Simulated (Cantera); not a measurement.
Feed: 1 mol AlN, 5 mol NF3, 22 mol N2, at 1773 K and 0.480 bar.

These are equilibrium values from Cantera (NASA tables, ideal gas, pure condensed phases), not measurements of a reactor. Candidate condensed phases: Al, AlF3, AlN; 14 gas species. Rates play no part.

Base state: N2 0.658, F 0.314, AlF3 0.0263, F2 0.000807 (mole fractions); condensed: gas only.

### Question
What changes in the equilibrium state with this change: temperature from 1773 K to 1550 K?

### Answer
| species | before | after |
|---|---|---|
| N2 | 0.658 | 0.661 |
| F | 0.314 | 0.309 |
| AlF3 | 0.0263 | 0.0263 |
| F2 | 0.000807 | 0.00400 |
| Al2F6 | 7.21e-6 | 4.80e-5 |
